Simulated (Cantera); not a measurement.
Charge: 1 mol TEOS, a varied amount of NO, 3.3 mol N₂, at 950 K and 0.00230 bar.

Equilibrium computed with Cantera from the NASA thermochemical tables; the gas is ideal and each condensed phase is pure. Candidate condensed phases: C, C₆H₆, C₇H₈, C₈H₁₈, H₂O, Si, SiC, SiO₂, Si₂N₂O, Si₃N₄; 151 gas species. The feed counts by its element totals alone. Rates play no part.

Which condensed phases are stable at each of these points (n(NO) (mol)): 2.6, 3.7, 4.8, 6, 7.1, 8.2, 9.3, 10, 12?


| n(NO) (mol) | condensed phases | Si condensed (%) |
|---|---|---|
| 2.6 | C(graphite) + SiO₂(β-quartz) | 100.0 |
| 3.7 | C(graphite) + SiO₂(β-quartz) | 100.0 |
| 4.8 | C(graphite) + SiO₂(β-quartz) | 100.0 |
| 6 | C(graphite) + SiO₂(β-quartz) | 100.0 |
| 7.1 | SiO₂(β-quartz) | 100.0 |
| 8.2 | SiO₂(β-quartz) | 100.0 |
| 9.3 | SiO₂(β-quartz) | 100.0 |
| 10 | SiO₂(β-quartz) | 100.0 |
| 12 | SiO₂(β-quartz) | 100.0 |

From 2.6 mol NO to 6 mol NO the condensed part is C(graphite) + SiO₂(β-quartz). From 7.1 mol NO to 12 mol NO the condensed part is SiO₂(β-quartz).
